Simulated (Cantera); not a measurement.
A Cantera script and what it prints.

```python
import numpy as np
import cantera as ct

gas_names = [...]  # 110 gases of nasa_gas.yaml made of C, H, O
cond_names = """
    C(gr) C6H6(L) C7H8(L) C8H18(L),n-octa H2O(s) H2O(L)
""".split()


# ... load() reads the species with a 1 bar reference pressure and builds the phases ...
atoms = {
    'C3H6': {'C': 3, 'H': 6},
    'CO2': {'C': 1, 'O': 2},
    'H2': {'H': 2},
}
top_T = {'C(gr)': 4500}  # K; cautious upper limits of use, not melting points


# ... equilibrate(T, P, feed) seeds the gas with the atoms and calls Mixture.equilibrate('TP', solver="vcs", rtol=1e-11, max_steps=5000) ...
results = []
feed = {'C3H6': 1, 'CO2': 0.16, 'H2': 66}  # mol
T = 1548.15  # K
P = 10000  # Pa
mix = equilibrate(T, P, feed)
results.append((T, P, feed, dict(zip(mix.species_names, mix.species_moles))))
print(gas.report(threshold=0.001))
for i in range(1, mix.n_phases):
    print(f"{mix.phase(i).name:16s} {mix.phase_moles(i):12.5e} mol")
```

Result:

```
       temperature   1548.2 K
          pressure   10000 Pa
           density   0.0016619 kg/m^3
  mean mol. weight   2.1391 kg/kmol
   phase of matter   gas

                          1 kg             1 kmol
                     ---------------   ---------------
          enthalpy        1.7491e+07        3.7417e+07  J
   internal energy        1.1474e+07        2.4545e+07  J
           entropy             93344        1.9968e+05  J/K
    Gibbs function       -1.2702e+08       -2.7171e+08  J
 heat capacity c_p             15228             32574  J/K
 heat capacity c_v             11341             24260  J/K

                      mass frac. Y      mole frac. X     chem. pot. / RT
                     ---------------   ---------------   ---------------
                CO          0.060448         0.0046164            -43.13
                H2           0.93778           0.99507           -21.003
     [ +108 minor]         0.0017699        0.00031719

C(gr)             2.82373e+00 mol
```

Method: chemical equilibrium by Gibbs-energy minimisation in Cantera with the NASA 1993 tables (ideal gas, pure condensed phases).
